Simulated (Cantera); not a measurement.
A closed system holds: 1 mol B, 0.12 mol HCl, equilibrated at 1700 K and 0.390 bar.

These are equilibrium values from Cantera (NASA tables, ideal gas, pure condensed phases), not measurements of a reactor. Candidate condensed phases: B; 13 gas species. The tables' values for BCl2, BCl, BH2 are old estimates; treat these amounts as uncertain. Gases not in the tables: BHCl2. The numbers say what is thermodynamically allowed, not how fast it happens.

What is the equilibrium state?


```
Quantity        Result
----------  ----------
x(HCl)           0.409
x(H2)            0.352
x(BCl3)          0.230
x(BCl2)        0.00699
x(BCl)         0.00223
x(H)          0.000140
x(Cl)         0.000126
x(BH2)         2.15e-5
x(BH3)         1.86e-6
n(B(s))      0.974 mol
gas amount  0.1078 mol
```
